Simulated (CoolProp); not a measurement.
Model: reference Helmholtz-energy equation of state, de Reuck 1993, in CoolProp.

Task: For methanol, give the phase and the speed of sound (m/s), Joule-Thomson coefficient (K/MPa), viscosity (µPa s) at 534.8 K and 329 kPa.

Result: 
- 534.8 K and 329 kPa: gas; speed of sound 397, Joule-Thomson coefficient 9.00, viscosity 17.6

Viscosity comes from a separate model (Xiang 2006).
